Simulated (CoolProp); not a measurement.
A closed Brayton cycle with carbon dioxide: compressor inlet 321.15 K and 8.6 MPa, high pressure 29.6 MPa, turbine inlet 820 K, compressor efficiency 0.85, turbine efficiency 0.85, recuperator effectiveness 0 (on enthalpy, no pinch check). Each further row changes one setting.

Model: reference Helmholtz-energy equation of state, Span 1996, in CoolProp.

| case | thermal efficiency (%) | net work (kJ/kg) | compressor to turbine work | compressor exit (K) | turbine exit (K) |
|---|---|---|---|---|---|
| as stated | 16.0 | 87.7 | 0.41 | 417.1 | 681.4 |
| turbine inlet 770 K | 15.9 | ? | 0.44 | 417.1 | 636.1 |
| compressor inlet 331.15 K | ? | 78.0 | ? | 438.5 | 681.4 |
| high pressure 25.2 MPa | 14.3 | ? | 0.39 | ? | 698.8 |
| recuperator effectiveness 0.5 | 22.2 | 87.7 | 0.41 | 417.1 | 681.4 |

Q: Some entries are withheld; supply them.

A: 
- turbine inlet 770 K, net work (kJ/kg): 77.0
- compressor inlet 331.15 K, thermal efficiency (%): 15.3
- compressor inlet 331.15 K, compressor to turbine work: 0.48
- high pressure 25.2 MPa, net work (kJ/kg): 80.3
- high pressure 25.2 MPa, compressor exit (K): 404.3
